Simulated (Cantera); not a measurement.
Standard-state values (1 bar) from the NASA 1993 polynomials, evaluated with Cantera. Values are per mole of reaction as written; species without (g) are pure solids or liquids, kept so even where they would boil at 1 bar.

2 H(g) + MgF₂ = 2 HF(g) + Mg(g)

```json
[
 {"T (K)": "1098", "ΔH° (kJ)": "260.5", "ΔS° (J/K)": "163.2", "ΔG° (kJ)": "81.3", "log10 K": "-3.87", "condensed phases": "MgF₂(s)"},
 {"T (K)": "1248", "ΔH° (kJ)": "[?]", "ΔS° (J/K)": "[?]", "ΔG° (kJ)": "[?]", "log10 K": "[?]", "condensed phases": "MgF₂(s)"},
 {"T (K)": "1398", "ΔH° (kJ)": "248.4", "ΔS° (J/K)": "153.5", "ΔG° (kJ)": "33.8", "log10 K": "-1.26", "condensed phases": "MgF₂(s)"},
 {"T (K)": "1548", "ΔH° (kJ)": "183.6", "ΔS° (J/K)": "111.1", "ΔG° (kJ)": "11.5", "log10 K": "-0.39", "condensed phases": "MgF₂(l)"},
 {"T (K)": "1698", "ΔH° (kJ)": "[?]", "ΔS° (J/K)": "[?]", "ΔG° (kJ)": "[?]", "log10 K": "[?]", "condensed phases": "MgF₂(l)"},
 {"T (K)": "1848", "ΔH° (kJ)": "168.7", "ΔS° (J/K)": "102.3", "ΔG° (kJ)": "-20.4", "log10 K": "0.58", "condensed phases": "MgF₂(l)"},
 {"T (K)": "1998", "ΔH° (kJ)": "161.4", "ΔS° (J/K)": "98.6", "ΔG° (kJ)": "-35.5", "log10 K": "0.93", "condensed phases": "MgF₂(l)"},
 {"T (K)": "2148", "ΔH° (kJ)": "154.3", "ΔS° (J/K)": "95.1", "ΔG° (kJ)": "-50.0", "log10 K": "1.22", "condensed phases": "MgF₂(l)"},
 {"T (K)": "2298", "ΔH° (kJ)": "147.3", "ΔS° (J/K)": "92.0", "ΔG° (kJ)": "-64.0", "log10 K": "1.46", "condensed phases": "MgF₂(l)"}
]
```

Task: Some entries are withheld; supply them.

Result: 
- 1248, ΔH° (kJ): 254.4
- 1248, ΔS° (J/K): 158.1
- 1248, ΔG° (kJ): 57.2
- 1248, log10 K: -2.39
- 1698, ΔH° (kJ): 176.1
- 1698, ΔS° (J/K): 106.5
- 1698, ΔG° (kJ): -4.8
- 1698, log10 K: 0.15
